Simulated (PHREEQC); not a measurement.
**Buffer: an equilibrium model**

Dissolve 0.04 mol HF, 0.0031 mol NaOH and 3.1e-05 mol NaCl per kg of water at 25 °C. Closed to the air; pH follows from the charge balance.

Computed with PHREEQC (ion-association model, wateq4f.dat).

| Quantity | Result |
|---|---|
| pH | 2.47 |
| ionic strength | 0.00679 mol/kgw |
| total alkalinity | -36.9 meq/kg |

| species | molality | activity | log γ |
|---|---|---|---|
| HF | 0.0284 | 0.0284 | 0.001 |
| F- | 0.00610 | 0.00558 | -0.038 |
| H+ | 0.00367 | 0.00340 | -0.034 |
| Na+ | 0.00312 | 0.00286 | -0.037 |
| H2F2 | 0.00210 | 0.00210 | 0.001 |
| HF2- | 0.000665 | 0.000608 | -0.038 |
| Cl- | 3.10e-5 | 2.84e-5 | -0.038 |
| NaF | 9.18e-6 | 9.20e-6 | 0.001 |

This is a speciation only: nothing precipitates in the calculation. Species that the database lacks are ignored. wateq4f.dat counts part of the HF as a dimer, H2F2, which phreeqc.dat doesn't know; its constant is uncertain.
